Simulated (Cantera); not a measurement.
A Cantera script and what it prints.

```python
import numpy as np
import cantera as ct

gas_names = """
    CL CL2 H HCL H2 N NH NH2 NH3 N2 N2H2 N2H4 Si SiCL SiCL2 SiCL3 SiCL4 SiH SiHCL3 SiH2 SiH2CL2 SiH3
    SiH3CL SiH4 SiN Si2 Si2N Si3
""".split()
cond_names = """
    NH4CL(a) NH4CL(b) Si(cr) Si(L) Si3N4(a)
""".split()


# ... load() reads the species with a 1 bar reference pressure and builds the phases ...
atoms = {
    'SiH4': {'Si': 1, 'H': 4},
    'Cl2': {'CL': 2},
    'N2': {'N': 2},
}
top_T = {'Si3N4(a)': 2400}  # K; cautious upper limits of use, not melting points


# ... equilibrate(T, P, feed) seeds the gas with the atoms and calls Mixture.equilibrate('TP', solver="vcs", rtol=1e-11, max_steps=5000) ...
results = []
feed = {'SiH4': 1, 'Cl2': 0.0046, 'N2': 64}  # mol
T = 1823  # K
P = 13332.2  # Pa
mix = equilibrate(T, P, feed)
results.append((T, P, feed, dict(zip(mix.species_names, mix.species_moles))))
print(gas.report(threshold=1e-06))
for i in range(1, mix.n_phases):
    print(f"{mix.phase(i).name:16s} {mix.phase_moles(i):12.5e} mol")
```

Result:

```
       temperature   1823 K
          pressure   13332 Pa
           density   0.023941 kg/m^3
  mean mol. weight   27.218 kg/kmol
   phase of matter   gas

                          1 kg             1 kmol
                     ---------------   ---------------
          enthalpy        1.8259e+06        4.9697e+07  J
   internal energy         1.269e+06         3.454e+07  J
           entropy            9724.6        2.6469e+05  J/K
    Gibbs function       -1.5902e+07       -4.3283e+08  J
 heat capacity c_p            1307.2             35580  J/K
 heat capacity c_v            1001.7             27266  J/K

                      mass frac. Y      mole frac. X     chem. pot. / RT
                     ---------------   ---------------   ---------------
                 H        7.6659e-06          0.000207           -12.348
               HCL        0.00018632         0.0001391           -42.995
                H2         0.0022541          0.030433           -24.696
                N2           0.99754           0.96921           -28.679
                Si        7.3063e-06        7.0809e-06           -6.8898
               SiN          1.63e-06         1.054e-06           -21.229
     [  +22 minor]        4.4957e-06        2.3782e-06

Si(L)             0.00000e+00 mol
Si3N4(a)          3.33113e-01 mol
```

Cantera equilibrium calculation (NASA polynomials, part measured and part estimated; ideal gas, pure solids and liquids).
